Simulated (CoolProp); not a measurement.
R507A along the isotherm 385.8 K: Z from the reference equation and from simpler models built on Tc = 343.8 K, pc = 3.705 MPa, ω = 0.286; each cubic takes its own stable root.

The numbers come from the reference Helmholtz-energy equation of state, Lemmon 2003 in CoolProp. It is a pseudo-pure fit of the blend.

```csv
p (MPa),phase,reference,Pitzer virial,Redlich-Kwong,Soave-Redlich-Kwong
0.123,gas,0.9920,0.9924,0.9919,0.9925
0.247,gas,0.9838,0.9846,0.9837,0.9848
0.37,gas,0.9756,0.9770,0.9754,0.9772
0.494,gas,0.9673,0.9693,0.9671,0.9694
0.617,gas,0.9591,0.9617,0.9587,0.9617
0.741,gas,0.9506,0.9539,0.9502,0.9538
0.864,gas,0.9422,0.9463,0.9416,0.9460
0.988,gas,0.9337,0.9386,0.9330,0.9380
1.11,gas,0.9252,0.9310,0.9244,0.9301
1.23,gas,0.9168,0.9236,0.9158,0.9223
1.36,gas,0.9076,0.9155,0.9065,0.9138
1.48,gas,0.8991,0.9080,0.8977,0.9058
1.61,gas,0.8897,0.8999,0.8882,0.8971
1.73,gas,0.8810,0.8925,0.8793,0.8891
1.85,gas,0.8723,0.8850,0.8703,0.8809
```
